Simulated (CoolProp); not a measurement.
Vapour-liquid equilibrium of R142b (1) + R113 (2) at 281.9 K; x and y are mole fractions of (1).

The numbers come from the multi-fluid Helmholtz-energy mixture model, Lemmon 2006 and Marx 1992; pair parameters Bell 2016 in CoolProp.

Question: Give the bubble pressure and the first vapour's composition at x = 0.15, 0.85, 0.95. Is there an azeotrope?

Answer: x = 0.15: 57.27 kPa, y = 0.655; x = 0.85: 174.0 kPa, y = 0.971; x = 0.95: 190.0 kPa, y = 0.990. No azeotrope shows between x = 0.05 and 0.95.

Pair parameters are fitted to limited data, so mixtures are less certain than the pure fluids.
